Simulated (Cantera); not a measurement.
Charge: 1 mol Si, 0.28 mol H2O, 0.67 mol N2, held at 1675 K and 1200 Pa.

Cantera equilibrium calculation (NASA polynomials, part measured and part estimated; ideal gas, pure solids and liquids). Candidate condensed phases: H2O, Si, SiO2, Si2N2O, Si3N4; 35 gas species. Mutual solubility and eutectic melting of coexisting phases are not modelled. Rates play no part.

Base state: H2 0.740, N2 0.257, SiO 0.00223, H 0.000912, Si 1.74e-5 (mole fractions); condensed: Si2N2O(s) + Si3N4(s).

### Question
What changes in the equilibrium state with this change: temperature from 1675 K to 1523 K?

### Answer
| species | before | after |
|---|---|---|
| H2 | 0.740 | 0.743 |
| N2 | 0.257 | 0.257 |
| H | 0.000912 | 0.000182 |
| SiO | 0.00223 | 3.61e-5 |
| Si | 1.74e-5 | 1.25e-7 |
| Si2N2O(s), mol | 0.279 | 0.280 |
| Si3N4(s), mol | 0.147 | 0.147 |
